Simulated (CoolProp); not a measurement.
The numbers come from the reference Helmholtz-energy equation of state, Lemmon 2006 in CoolProp. It is a short technical equation, of lower accuracy than the large ones.

Question: Give the vapour pressure (MPa), enthalpy of vaporisation (kJ/kg), liquid cp (kJ/(kg K)), vapour Z of saturated n-decane at 482.2 K.

Answer: 
```tsv
T (K)	p (MPa)	enthalpy of vaporisation (kJ/kg)	liquid cp (kJ/(kg K))	vapour Z
482.2	0.228	252	2.97	0.888
```
